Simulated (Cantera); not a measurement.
## Transport properties of process gases

Gas mixture: N2O = 0.37 (molar parts), at 780 Pa, frozen composition.

Cantera's kinetic-theory transport with the Lennard-Jones parameters of GRI-Mech 3.0, ideal gas; thermal conductivity in the mixture-averaged form. The composition is frozen, though it would react at the higher temperatures.

| T (K) | ρ (kg/m³) | cp (J/kg/K) | μ (µPa s) | λ (mW/m/K) | Pr | D (cm²/s) NH3 | D (cm²/s) N2 | D (cm²/s) H2 |
|---|---|---|---|---|---|---|---|---|
| 400 | 0.0103 | 970.3 | 19.5 | 25.5 | 0.741 | 36.6 | 34.3 | 140 |
| 600 | 0.00688 | 1101 | 27.3 | 40.7 | 0.739 | 79.6 | 69.8 | 279 |
| 800 | 0.00516 | 1192 | 34.0 | 54.9 | 0.739 | 135 | 114 | 453 |
| 1000 | 0.00413 | 1255 | 40.0 | 68.0 | 0.739 | 201 | 167 | 658 |
| 1200 | 0.00344 | 1294 | 45.5 | 80.1 | 0.735 | 277 | 227 | 891 |
| 1400 | 0.00295 | 1327 | 50.5 | 91.4 | 0.733 | 362 | 293 | 1150 |
D: mixture-averaged diffusion coefficient of that species in the mixture.
